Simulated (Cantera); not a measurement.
A freely propagating, adiabatic, planar premixed flame of CO : H₂ : CH₄ : O₂ : N₂ : H₂O = 1 : 0.55 : 0.04 : 1.22 : 5.74 : 2 (molar parts), unburnt at 450 K and 600 Torr; unity-Lewis-number transport, grid criteria slope 0.08 and curve 0.16, no radiation.

Detailed kinetics in Cantera: GRI-Mech 3.0 (53 species, 325 reactions). Unity Lewis numbers drop preferential diffusion, which matters most where H2 and H carry the flame. Burning velocities carry a grid error of a few per cent, more on coarse grids.

### Question
Predict: laminar burning velocity; thermal thickness; peak x(C₂H₄); peak x(C₂H); peak x(OH).

### Answer
- laminar burning velocity: 36.1 cm/s
- thermal thickness: 0.865 mm
- peak x(C₂H₄): 9.00e-8
- peak x(C₂H): <1e-8
- peak x(OH): 0.00323
